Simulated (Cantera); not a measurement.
## Thermodynamics of carbothermic reduction, feed Cu2O + C + CO

Feed: 1 mol Cu2O, 0.56 mol C, 1.3 mol CO, at 100 Torr.

Method: chemical equilibrium by Gibbs-energy minimisation in Cantera with the NASA 1993 tables (ideal gas, pure condensed phases). Candidate condensed phases: C, Cu, CuO, Cu2O; 15 gas species. Rates play no part.

```csv
T (K),log p CO,log p Cu,log p CO2,log p Cu2,n Cu(s),n Cu(l)
1098,-0.99,-9.25,-1.50,<-12,2.00,0
1248,-0.99,-7.36,-1.50,-11.67,2.00,0
1398,-0.99,-5.89,-1.50,-9.60,0,2.00
1548,-0.99,-4.75,-1.50,-8.02,0,2.00
1698,-0.99,-3.81,-1.50,-6.73,0,2.00
1848,-1.00,-3.03,-1.50,-5.66,0,1.99
1998,-1.01,-2.37,-1.52,-4.76,0,1.94
2148,-1.05,-1.81,-1.56,-3.99,0,1.75
2298,-1.19,-1.32,-1.70,-3.33,0,0.947
2448,-1.31,-1.17,-1.83,-3.29,0,0
2598,-1.30,-1.17,-1.85,-3.54,0,0
```
log p: log10 of the partial pressure in bar; n: condensed amount in mol.

From 1098 K to 1248 K the condensed part is Cu(s). From 1398 K to 2298 K the condensed part is Cu(l). From 2448 K to 2598 K nothing is condensed.
